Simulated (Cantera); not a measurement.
Charge: 1 mol toluene, 45 mol H₂, at 1 atm.

Equilibrium computed with Cantera from the NASA thermochemical tables; the gas is ideal and each condensed phase is pure. Candidate condensed phases: C, C₆H₆, C₇H₈, C₈H₁₈; 76 gas species. The numbers say what is thermodynamically allowed, not how fast it happens.

Q: What share of the C ends up in condensed phases as a function of T (K), at 825, 875, 925, 975, 1025, 1075, 1125, 1175?

A: 
| T (K) | C condensed (%) | as |
|---|---|---|
| 825 | 0.0 | - |
| 875 | 0.0 | - |
| 925 | 2.6 | C(graphite) |
| 975 | 34.9 | C(graphite) |
| 1025 | 57.2 | C(graphite) |
| 1075 | 71.8 | C(graphite) |
| 1125 | 81.2 | C(graphite) |
| 1175 | 87.2 | C(graphite) |
